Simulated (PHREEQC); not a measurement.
# Reverse-osmosis permeate

A made-up water analysis in mg/L, 20 °C, pH 5.69, pe 11.7: Na 0.972; K 2.79; Ca 11.7; Mg 0.551; Cl 6.52; S(6) as SO4 11.1; Alkalinity as HCO3 20.6; Pb 0.0406; B 0.00188.

Valence states are taken as typed.

The numbers come from PHREEQC with the ion-association model, wateq4f.dat.

Each row changes one thing in this solution. No solid was allowed to form.

```tsv
case	CO2 (mol/kgw)	HCO3- (mol/kgw)	SO4-2 (mol/kgw)	CaSO4 (mol/kgw)	CaHCO3+ (mol/kgw)	MgSO4 (mol/kgw)	SI of Gypsum (CaSO4:2H2O)	SI of Anglesite (PbSO4)
as made	0.00160	0.000339	0.000111	4.47e-6	9.78e-7	3.75e-7	-3.05	-3.12
pH from 5.69 to 6.19 at the same alkalinity	0.000505	0.000337	0.000111	4.47e-6	9.74e-7	3.75e-7	-3.05	-3.19
B from 0.00188 to 0.00376 mg/L	0.00160	0.000339	0.000111	4.47e-6	9.78e-7	3.75e-7	-3.05	-3.12
all concentrations times 2 at the same typed pH	0.00314	0.000673	0.000214	1.52e-5	3.63e-6	1.28e-6	-2.51	-2.67
temperature from 20 to 15 °C at the same typed pH	0.00175	0.000339	0.000111	4.27e-6	8.83e-7	3.29e-7	-3.04	-3.09
```
